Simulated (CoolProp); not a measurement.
The numbers come from the reference Helmholtz-energy equation of state, Thol 2015 in CoolProp.

Q: Give the vapour pressure (kPa), liquid density (kg/m³), vapour Z of saturated octamethylcyclotetrasiloxane (D4) at 438.6, 471.5, 484.6 K.

A: 
```tsv
T (K)	p (kPa)	liquid density (kg/m³)	vapour Z
438.6	77.4	780	0.937
471.5	174	732	0.886
484.6	231	712	0.859
```
